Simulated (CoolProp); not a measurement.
Computed with CoolProp (reference Helmholtz-energy equation of state, de Reuck 1993).

**Question.** Give the vapour pressure (MPa), liquid density (kg/m³), enthalpy of vaporisation (kJ/kg), vapour Z of saturated methanol at 399.9, 412.1 K.

**Answer.** 
```
T (K)  p (MPa)  liquid density (kg/m³)  enthalpy of vaporisation (kJ/kg)  vapour Z
-----  -------  ----------------------  --------------------------------  --------
399.9    0.772                     679                               945     0.854
412.1     1.06                     662                               903     0.824
```
